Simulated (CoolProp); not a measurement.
Vapour-liquid equilibrium of 1-butene (1) + acetone (2) at 614 kPa; x and y are mole fractions of (1).

Model: multi-fluid Helmholtz-energy mixture model, Lemmon 2005 and Lemmon 2006; pair parameters Bell 2016, in CoolProp.

Task: Give the bubble temperature and the first vapour's composition at x = 0.2, 0.425, 0.8. Is there an azeotrope?

Result: x = 0.2: 356.2 K, y = 0.649; x = 0.425: 339.4 K, y = 0.819; x = 0.8: 328.8 K, y = 0.922. No azeotrope shows between x = 0.05 and 0.95.

Pair parameters are fitted to limited data, so mixtures are less certain than the pure fluids.
